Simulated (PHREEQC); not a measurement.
Model water analysis in mg/kgw, 25 °C, pH 7.18, pe 2.8:

```json
[
 {"constituent": "Na", "mg/kgw": "61.8"},
 {"constituent": "K", "mg/kgw": "26.1"},
 {"constituent": "Ca", "mg/kgw": "16.2"},
 {"constituent": "Mg", "mg/kgw": "7.83"},
 {"constituent": "Cl", "mg/kgw": "16.6"},
 {"constituent": "S(6) as SO4", "mg/kgw": "163"},
 {"constituent": "Alkalinity as HCO3", "mg/kgw": "54.4"},
 {"constituent": "Mn(2)", "mg/kgw": "0.848"}
]
```

Valence states are taken as typed.

Equilibrium calculation in PHREEQC: ion-association model, phreeqc.dat.

This is a speciation only: nothing precipitates in the calculation.

Question: Predict the ionic strength, specific conductance, charge-balance error.

Answer: ionic strength 0.00677 mol/kgw; specific conductance 531 µS/cm; charge-balance error 0.9 %.

Question: In which forms is C present?

Answer: HCO3- 87 %, CO2 12 % of the C.
